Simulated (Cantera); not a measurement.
A closed system holds: 1 mol CH₃F, 0.45 mol HCl, 18 mol H₂, 1.5 mol Si, held at 0.100 bar.

These are equilibrium values from Cantera (NASA tables, ideal gas, pure condensed phases), not measurements of a reactor. Candidate condensed phases: C, C₆H₆, C₇H₈, C₈H₁₈, Si, SiC; 143 gas species. The tables' values for SiF, SiF₂, SiCl, SiF₃ are old estimates; treat these amounts as uncertain. Gases not in the tables: Si₂H₆ and higher silanes. The numbers say what is thermodynamically allowed, not how fast it happens. All values below are at 2750 °C.

Base state: H₂ 0.506, H 0.381, Si 0.0407, HF 0.0323, HCl 0.0108, SiC₂ 0.00828, C₂H₂ (acetylene) 0.00777, Cl 0.00554 (mole fractions); condensed: gas only.

**Question.** What changes in the equilibrium state with this change: HCl from 0.45 to 0.025 mol?

**Answer.** 
```json
[
 {"species": "H₂", "before": "0.506", "after": "0.516"},
 {"species": "H", "before": "0.381", "after": "0.385"},
 {"species": "Si", "before": "0.0407", "after": "0.0416"},
 {"species": "HCl", "before": "0.0108", "after": "0.000615"},
 {"species": "Cl", "before": "0.00554", "after": "0.000312"},
 {"species": "HF", "before": "0.0323", "after": "0.0329"},
 {"species": "SiCl", "before": "0.000218", "after": "1.26e-5"},
 {"species": "SiF₃", "before": "1.03e-5", "after": "1.08e-5"},
 {"species": "Si₂C", "before": "0.000428", "after": "0.000448"},
 {"species": "Si₂", "before": "6.89e-5", "after": "7.21e-5"},
 {"species": "SiH₂", "before": "8.27e-5", "after": "8.62e-5"}
]
```
